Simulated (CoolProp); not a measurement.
Saturation properties of ethanol.

Values from CoolProp's reference Helmholtz-energy equation of state, Schroeder 2014.

```json
[
 {"T (K)": "361.8", "p (kPa)": "149.7", "vapour density (kg/m³)": "2.393", "surface tension (mN/m)": "15.7", "vapour viscosity (µPa s)": "10.7", "liquid conductivity (mW/(m K))": "153"},
 {"T (K)": "379.1", "p (kPa)": "273.9", "vapour density (kg/m³)": "4.269", "surface tension (mN/m)": "[?]", "vapour viscosity (µPa s)": "[?]", "liquid conductivity (mW/(m K))": "[?]"},
 {"T (K)": "396.4", "p (kPa)": "471.1", "vapour density (kg/m³)": "7.222", "surface tension (mN/m)": "[?]", "vapour viscosity (µPa s)": "11.7", "liquid conductivity (mW/(m K))": "147"},
 {"T (K)": "413.6", "p (kPa)": "765.8", "vapour density (kg/m³)": "11.66", "surface tension (mN/m)": "[?]", "vapour viscosity (µPa s)": "12.2", "liquid conductivity (mW/(m K))": "144"},
 {"T (K)": "430.9", "p (kPa)": "1191", "vapour density (kg/m³)": "18.22", "surface tension (mN/m)": "8.81", "vapour viscosity (µPa s)": "12.8", "liquid conductivity (mW/(m K))": "141"},
 {"T (K)": "448.2", "p (kPa)": "1778", "vapour density (kg/m³)": "27.70", "surface tension (mN/m)": "7.06", "vapour viscosity (µPa s)": "[?]", "liquid conductivity (mW/(m K))": "139"},
 {"T (K)": "465.5", "p (kPa)": "2562", "vapour density (kg/m³)": "41.39", "surface tension (mN/m)": "5.27", "vapour viscosity (µPa s)": "14.2", "liquid conductivity (mW/(m K))": "136"},
 {"T (K)": "482.8", "p (kPa)": "3580", "vapour density (kg/m³)": "61.86", "surface tension (mN/m)": "3.46", "vapour viscosity (µPa s)": "15.3", "liquid conductivity (mW/(m K))": "134"},
 {"T (K)": "500.1", "p (kPa)": "[?]", "vapour density (kg/m³)": "96.91", "surface tension (mN/m)": "1.60", "vapour viscosity (µPa s)": "17.2", "liquid conductivity (mW/(m K))": "133"}
]
```

Question: Fill in the missing entries.

Answer: 
- 379.1, surface tension (mN/m): 14.0
- 379.1, vapour viscosity (µPa s): 11.2
- 379.1, liquid conductivity (mW/(m K)): 150
- 396.4, surface tension (mN/m): 12.3
- 413.6, surface tension (mN/m): 10.6
- 448.2, vapour viscosity (µPa s): 13.4
- 500.1, p (kPa): 4880

It boils at 351.6 K under 1 atm.

Viscosity comes from a separate model (Kiselev 2005). Thermal conductivity comes from a separate model (Assael 2013). Surface tension comes from a separate correlation (Mulero 2012).
